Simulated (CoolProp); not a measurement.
Vapour-liquid equilibrium of cyclohexane (1) + toluene (2) at 7.99 bar; x and y are mole fractions of (1).

Values from CoolProp's multi-fluid Helmholtz-energy mixture model, Zhou 2014 and Lemmon 2006; pair parameters Bell 2016.

### Question
Give the bubble temperature and the first vapour's composition at x = 0.45, 0.65, 0.95. Is there an azeotrope?

### Answer
x = 0.45: 183.2 °C, y = 0.581; x = 0.65: 177.2 °C, y = 0.747; x = 0.95: 170.3 °C, y = 0.964. No azeotrope shows between x = 0.05 and 0.95.

The pair parameters rest on a limited set of measurements; away from them the model extrapolates.
